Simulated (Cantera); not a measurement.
Gas mixture: 37.2 % CH3OH, 39.6 % C2H4, 23.2 % H2, at 0.683 Torr, frozen composition.

Cantera's kinetic-theory transport with the Lennard-Jones parameters of GRI-Mech 3.0, ideal gas; thermal conductivity in the mixture-averaged form. Polar gases are described roughly by these parameters. The composition is frozen, though it would react at the higher temperatures.

One state of this run: ρ (kg/m³) = 0.000184; cp (J/kg/K) = 3759; μ (µPa s) = 38.9; λ (mW/m/K) = 242; Pr = 0.605; D (cm²/s) CH4 = 3510; D (cm²/s) CO2 = 2570; D (cm²/s) O = 4920. D: mixture-averaged diffusion coefficient of that species in the mixture.

**Question.** Which value of T (K) does it belong to?
A) 1150
B) 1400
C) 650
D) 400

**Answer.** B, 1400
